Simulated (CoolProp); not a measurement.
The fluid at 293.15 K and 0.877 MPa is compressed adiabatically to 4.64 MPa with isentropic efficiency 0.8. The same conditions are run with several fluids, on thermodynamics alone (safety and materials aside).

Computed with CoolProp (reference Helmholtz-energy equation of state of each fluid (R125: Lemmon 2005; hydrogen chloride: Thol 2018; sulfur hexafluoride: Guder 2009; methane: Setzmann 1991; ethylene: Smukala 2000)).

### Question
Rank R125, hydrogen chloride, sulfur hexafluoride, methane, ethylene by work (kJ/kg), highest first.

### Answer
methane (379), ethylene (198), hydrogen chloride (168), R125 (33.2), sulfur hexafluoride (29.9)

| fluid | final temperature (K) | final phase | final density (kg/m³) |
|---|---|---|---|
| R125 | 370.7 | supercritical | 308 |
| hydrogen chloride | 512.8 | gas | 41.6 |
| sulfur hexafluoride | 362.3 | supercritical | 329 |
| methane | 452.4 | supercritical | 19.9 |
| ethylene | 421.5 | gas | 40.4 |
